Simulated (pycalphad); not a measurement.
Freezing of Mg-Si alloys with rising Si

Computed with pycalphad from the COST 507 light-alloy database (1999), at 1 atm. No gas phase is included, though pure Mg would boil below 1255 °C. The database dates from 1999; later assessments differ in places, in temperatures and in the compounds included. Phase fractions are per mole of atoms.

Scheil-Gulliver runs (no diffusion in the solid, steps of 4 K) beside full equilibrium.

| alloy | liquidus (°C) | Scheil, half solid (°C) | Scheil, 80 % solid (°C) | Scheil, invariant end (°C) | liquid left at that end | equilibrium solidus (°C) |
|---|---|---|---|---|---|---|
| Mg-10Si (at.%) | [?] | [?] | at the invariant end | 639 | [?] | 639 |
| Mg-20Si (at.%) | 1015 | 827 | at the invariant end | 639 | 0.42 | 639 |
| Mg-80Si (at.%) | 1255 | 1059 | at the invariant end | 943 | 0.44 | 944 |

Complete the blanks.


- Mg-10Si (at.%), liquidus (°C): 890
- Mg-10Si (at.%), Scheil, half solid (°C): at the invariant end
- Mg-10Si (at.%), liquid left at that end: 0.73
